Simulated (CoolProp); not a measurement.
R113 along the isobar 4.4 MPa: density (kg/m³) from the reference equation and from simpler models built on Tc = 487.2 K, pc = 3.392 MPa, ω = 0.253; each cubic takes its own stable root.

Model: reference Helmholtz-energy equation of state, Marx 1992, in CoolProp.

```json
[
 {"T (K)": "287.3", "phase": "liquid", "reference": "1599", "van der Waals": "999.2", "Redlich-Kwong": "1455", "Soave-Redlich-Kwong": "1492"},
 {"T (K)": "313.9", "phase": "liquid", "reference": "1538", "van der Waals": "967.7", "Redlich-Kwong": "1398", "Soave-Redlich-Kwong": "1439"},
 {"T (K)": "340.5", "phase": "liquid", "reference": "1475", "van der Waals": "933.8", "Redlich-Kwong": "1335", "Soave-Redlich-Kwong": "1379"},
 {"T (K)": "367.1", "phase": "liquid", "reference": "1408", "van der Waals": "896.7", "Redlich-Kwong": "1265", "Soave-Redlich-Kwong": "1311"},
 {"T (K)": "393.6", "phase": "liquid", "reference": "1335", "van der Waals": "855.9", "Redlich-Kwong": "1187", "Soave-Redlich-Kwong": "1232"},
 {"T (K)": "420.2", "phase": "liquid", "reference": "1253", "van der Waals": "809.3", "Redlich-Kwong": "1098", "Soave-Redlich-Kwong": "1140"},
 {"T (K)": "446.8", "phase": "liquid", "reference": "1155", "van der Waals": "754.3", "Redlich-Kwong": "992.5", "Soave-Redlich-Kwong": "1026"},
 {"T (K)": "473.4", "phase": "liquid", "reference": "1023", "van der Waals": "685.0", "Redlich-Kwong": "857.9", "Soave-Redlich-Kwong": "874.9"},
 {"T (K)": "500", "phase": "supercritical", "reference": "745.2", "van der Waals": "583.5", "Redlich-Kwong": "646.7", "Soave-Redlich-Kwong": "614.0"}
]
```
